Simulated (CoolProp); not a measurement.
A single-stage vapour-compression cycle with R22: evaporating at 197.15 K (dew point), condensing at 264.15 K (bubble point), superheat 8 K, subcooling 2 K, compressor efficiency 0.6, no pressure losses. Each further row changes one setting.

Model: reference Helmholtz-energy equation of state, Kamei 1995, in CoolProp.

```csv
case,cooling COP,pressure ratio,discharge temperature (K),refrigerating effect (kJ/kg),volumetric capacity (kJ/m³)
as stated,?,26.7,420.3,188,132
evaporating temperature 202.15 K,1.52,19.1,403.9,?,?
condensing temperature 259.15 K,1.47,?,?,193,136
subcooling 7 K,?,26.7,420.3,193,136
superheat 18 K,1.31,26.7,434.9,193,129
compressor efficiency 0.5,?,26.7,?,188,132
```

**Question.** Complete the blanks.

**Answer.** 
- as stated, cooling COP: 1.33
- evaporating temperature 202.15 K, refrigerating effect (kJ/kg): 190
- evaporating temperature 202.15 K, volumetric capacity (kJ/m³): 182
- condensing temperature 259.15 K, pressure ratio: 22.4
- condensing temperature 259.15 K, discharge temperature (K): 407.7
- subcooling 7 K, cooling COP: 1.37
- compressor efficiency 0.5, cooling COP: 1.11
- compressor efficiency 0.5, discharge temperature (K): 455.2
